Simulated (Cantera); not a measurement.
Equilibrium for hydrogen reduction and annealing atmospheres: PbS + H2 + N2

Input: 1 mol PbS, 11 mol H2, 0.4 mol N2.

Equilibrium computed with Cantera from the NASA thermochemical tables; the gas is ideal and each condensed phase is pure. Candidate condensed phases: Pb, PbS, S; 18 gas species. Mutual solubility and eutectic melting of coexisting phases are not modelled. Kinetics and transport are ignored.

Stable condensed phases:

```
T in K \ P in Pa
              10      42     180     750    3200   13000   56000  240000 1000000
   1273        A       A       A       A       A       B       B       B       B
   1223        A       A       A       A       A       B       B       C       C
   1173        A       A       A       A       B       B       C       C       C
   1123        A       A       A       A       B       C       C       C       C
   1073        A       A       A       B       C       C       C       C       C
   1023        A       A       A       C       C       C       C       C       C
    973        A       A       C       C       C       C       C       C       C
    923        A       C       C       C       C       C       C       C       C
    873        D       C       C       C       C       C       C       C       C
    823        C       C       C       C       C       C       C       C       C
    773        C       C       C       C       C       C       C       C       C
    723        C       C       C       C       C       C       C       C       C
```

A: gas only; B: Pb; C: Pb + PbS; D: PbS.
